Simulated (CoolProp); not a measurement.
Vapour-liquid equilibrium of CH2F2 (R32) (1) + R143a (2) at 1920 kPa; x and y are mole fractions of (1).

Values from CoolProp's multi-fluid Helmholtz-energy mixture model, Tillner-Roth 1997 and Lemmon and Jacobsen 2000; pair parameters Bell 2016.

```tsv
x	bubble temperature (°C)	y at the bubble point	dew temperature at overall composition x (°C)	liquid density (mol/L)
0.05	40.7	0.067	41.0	10.38
0.125	38.9	0.161	39.6	10.80
0.2	37.4	0.248	38.2	11.24
0.275	36.0	0.330	36.9	11.70
0.35	34.7	0.407	35.6	12.19
0.425	33.6	0.480	34.5	12.71
0.5	32.7	0.550	33.4	13.25
0.575	31.9	0.617	32.4	13.84
0.65	31.3	0.683	31.6	14.46
0.725	30.7	0.748	30.9	15.13
0.8	30.3	0.814	30.4	15.86
0.875	30.0	0.881	30.0	16.64
0.95	29.9	0.951	29.9	17.48
```

No azeotrope shows between x = 0.05 and 0.95.

Pair parameters are fitted to limited data, so mixtures are less certain than the pure fluids.
